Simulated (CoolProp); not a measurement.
Vapour-liquid equilibrium of toluene (1) + n-nonane (2) at 0.00345 MPa; x and y are mole fractions of (1).

Computed with CoolProp (multi-fluid Helmholtz-energy mixture model, Lemmon 2006 and Lemmon 2006; pair parameters Bell 2016).

### Question
Give the bubble temperature and the first vapour's composition at x = 0.2, 0.425, 0.575. Is there an azeotrope?

### Answer
x = 0.2: 314.0 K, y = 0.652; x = 0.425: 305.7 K, y = 0.834; x = 0.575: 302.5 K, y = 0.889. No azeotrope shows between x = 0.05 and 0.95.

Pair parameters are fitted to limited data, so mixtures are less certain than the pure fluids.
